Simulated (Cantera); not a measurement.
An isothermal, constant-pressure homogeneous reactor starts with NO : N2 = 1 : 5.9 (molar parts), at 1775 K and 0.217 atm.

Detailed kinetics in Cantera: GRI-Mech 3.0 (53 species, 325 reactions).

x: mole fraction; the columns are a selection and need not sum to one.

| t (s) | x NO | x NO2 | x N2 | x O | x N2O |
|---|---|---|---|---|---|
| 2.00e-5 | 0.145 | 1.52e-10 | 0.855 | 1.69e-8 | 1.70e-8 |
| 7.02e-5 | 0.145 | 1.83e-9 | 0.855 | 5.82e-8 | 5.96e-8 |
| 0.000247 | 0.145 | (withheld) | 0.855 | (withheld) | (withheld) |
| 0.000866 | 0.145 | 2.06e-7 | 0.855 | 5.62e-7 | 7.07e-7 |
| 0.00304 | 0.145 | 1.43e-6 | 0.855 | 1.49e-6 | 2.23e-6 |
| 0.0107 | 0.145 | 6.75e-6 | 0.855 | 4.50e-6 | 5.58e-6 |
| 0.0375 | 0.145 | 1.47e-5 | 0.855 | 8.66e-6 | 8.24e-6 |
| 0.132 | 0.145 | 1.56e-5 | 0.855 | 9.14e-6 | 8.39e-6 |
| 0.462 | 0.144 | 1.69e-5 | 0.856 | 9.87e-6 | 8.31e-6 |
| 1.62 | 0.142 | (withheld) | 0.857 | (withheld) | 8.02e-6 |
| 5.70 | 0.134 | 2.96e-5 | 0.861 | 1.76e-5 | 7.10e-6 |
| 20.0 | 0.109 | 4.02e-5 | 0.873 | 2.87e-5 | 4.66e-6 |

Task: Complete the blanks.

Result: 
- 0.000247, x NO2: 2.10e-8
- 0.000247, x O: 1.92e-7
- 0.000247, x N2O: 2.08e-7
- 1.62, x NO2: 2.08e-5
- 1.62, x O: 1.21e-5
